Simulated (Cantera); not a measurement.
An adiabatic, constant-volume homogeneous reactor starts with CH4 : CO : O2 : N2 = 1.4 : 0.072 : 1.36 : 5.1 (molar parts), equivalence ratio 2.1, at 1648 K and 8.59 atm.

Cantera simulation using GRI-Mech 3.0 (53 species, 325 reactions); the numbers are that mechanism's predictions, not measurements.

x: mole fraction; the columns are a selection and need not sum to one.

| t (s) | T (K) | P (bar) | x CH4 | x CO | x O2 | x HO2 | x OH | x C2H2 |
|---|---|---|---|---|---|---|---|---|
| 2.00e-6 | 1648 | 8.70 | 0.176 | 0.00908 | 0.171 | 7.81e-6 | ? | 4.36e-12 |
| 4.80e-6 | 1648 | 8.70 | 0.176 | 0.00907 | 0.171 | 1.19e-5 | ? | 2.58e-10 |
| 1.15e-5 | 1649 | 8.70 | 0.176 | 0.00908 | 0.171 | 1.59e-5 | ? | 1.54e-8 |
| 2.76e-5 | 1657 | 8.75 | 0.173 | 0.00932 | 0.170 | 3.57e-5 | ? | 6.39e-7 |
| 6.62e-5 | 1900 | 10.3 | 0.121 | 0.0283 | 0.132 | 0.000279 | ? | 0.000514 |
| 0.000159 | 2911 | 18.3 | 1.41e-9 | 0.142 | 3.20e-5 | 1.12e-7 | 0.00259 | 9.42e-12 |
| 0.000381 | 2911 | 18.3 | 1.40e-9 | 0.142 | 3.21e-5 | 1.13e-7 | 0.00259 | 9.35e-12 |
| 0.000913 | 2911 | 18.3 | 1.40e-9 | 0.142 | 3.21e-5 | 1.13e-7 | 0.00260 | 9.34e-12 |
| 0.00219 | 2911 | 18.3 | 1.40e-9 | 0.142 | 3.21e-5 | 1.13e-7 | 0.00260 | 9.34e-12 |
| 0.00525 | 2911 | 18.3 | 1.40e-9 | 0.142 | 3.21e-5 | 1.13e-7 | 0.00260 | 9.34e-12 |
| 0.0126 | 2911 | 18.3 | 1.40e-9 | 0.142 | 3.21e-5 | 1.13e-7 | 0.00260 | 9.34e-12 |
| 0.0302 | 2911 | 18.3 | 1.40e-9 | 0.142 | 3.21e-5 | 1.13e-7 | 0.00260 | 9.34e-12 |
| 0.0725 | 2911 | 18.3 | 1.40e-9 | 0.142 | 3.21e-5 | 1.13e-7 | 0.00260 | 9.34e-12 |
| 0.174 | 2911 | 18.3 | 1.40e-9 | 0.142 | 3.21e-5 | 1.13e-7 | 0.00260 | 9.34e-12 |
| 0.417 | 2911 | 18.3 | 1.40e-9 | 0.142 | 3.21e-5 | 1.13e-7 | 0.00260 | 9.34e-12 |
| 1.00 | 2911 | 18.3 | 1.40e-9 | 0.142 | 3.21e-5 | 1.13e-7 | 0.00260 | 9.34e-12 |

Some entries are withheld; supply them.


- 2.00e-6, x OH: 1.86e-7
- 4.80e-6, x OH: 4.23e-7
- 1.15e-5, x OH: 9.48e-7
- 2.76e-5, x OH: 2.31e-6
- 6.62e-5, x OH: 9.15e-5
